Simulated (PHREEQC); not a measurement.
Solution (40 °C): 0.0028 mol/kgw ZnSO4, 0.00043 mol/kgw CaCl2, 0.00034 mol/kgw H2SO4 and 0.26 mol/kgw Na2SO4. Closed to the air; pH follows from the charge balance.

Equilibrium calculation in PHREEQC: ion-association model, wateq4f.dat.

No solid was allowed to form.

**Question.** Order these S species by the share of S that they hold, largest first: HSO4-, ZnSO4, SO4-2, Zn(SO4)2-2, NaSO4-.

**Answer.** SO4-2 (68 %), NaSO4- (31 %), Zn(SO4)2-2 (0.78 %), ZnSO4 (0.42 %), HSO4- (0.22 %)

The pH is 4.08 and the ionic strength 0.621 mol/kgw. Complexes and solids missing from the database can't appear. At this temperature some constants are extrapolated from 25 °C, and those without enthalpy data are left unchanged.
